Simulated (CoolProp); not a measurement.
200 sccm (0 °C, 1 atm) of nitrogen bubbles through liquid benzene at 304.4 K and leaves saturated at a total pressure of 0.15 MPa (ideal gas phase). Each further row changes one setting.

The numbers come from the reference Helmholtz-energy equation of state, Thol 2012 in CoolProp.

| case | vapour pressure (kPa) | mole fraction of vapour | delivery (mg/min) | delivery (sccm) | change of delivery for a bath 1 K warmer (%) |
|---|---|---|---|---|---|
| as stated | 16.8 | 0.112 | 88.0 | 25.3 | 5.1 |
| bath temperature 309.4 K | 20.9 | 0.139 | 113 | 32.3 | 5.0 |
| total pressure 0.3 MPa | 16.8 | 0.0561 | 41.4 | 11.9 | 4.8 |
